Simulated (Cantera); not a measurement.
Input: 1 mol SiC, 0.015 mol CO2, 1.3 mol H2, 0.041 mol H2O, at 1498 K and 0.900 Torr.

Method: chemical equilibrium by Gibbs-energy minimisation in Cantera with the NASA 1993 tables (ideal gas, pure condensed phases). Candidate condensed phases: C, C6H6, C7H8, C8H18, H2O, Si, SiC, SiO2; 123 gas species. Equilibrium is a limit: real reactors are often held back by kinetics, nucleation or transport.

Base state: H2 0.949, CO 0.0304, SiO 0.0198, H 0.000483 (mole fractions); condensed: SiC(s).

Q: What changes in the equilibrium state with this change: pressure from 0.900 Torr to 750 Torr?

A: 
```
species                before    after
-------------------  --------  -------
H2                      0.949    0.976
CO                     0.0304   0.0219
CH4                   1.53e-7  0.00247
SiO                    0.0198  4.25e-5
H2O                   1.11e-6  3.72e-5
H                    0.000483  1.70e-5
SiC(s), mol             0.972    0.979
C(graphite), mol            0  0.00226
SiO2(β-quartz), mol         0   0.0205
```
Mutual solubility and eutectic melting of coexisting phases are not modelled. The tables hold silica as quartz up to 1696 K and as liquid above; real silica turns to tridymite and cristobalite and melts near 1996 K.
